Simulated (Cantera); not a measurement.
Standard-state values (1 bar) from the NASA 1993 polynomials, evaluated with Cantera. Values are per mole of reaction as written; species without (g) are pure solids or liquids, kept so even where they would boil at 1 bar.

Question: Between 300 and 2250 K, where is each reaction favourable under standard conditions?
- 2 Nb + 5 H2O2(g) → 5 H2O(g) + Nb2O5

Answer: 
- 2 Nb + 5 H2O2(g) → 5 H2O(g) + Nb2O5: ΔG° is -2378 kJ at 300 K and -2149 kJ at 2250 K; it stays negative (K > 1). ΔH° is -2268 kJ and ΔS° -53 J/K at 2250 K.
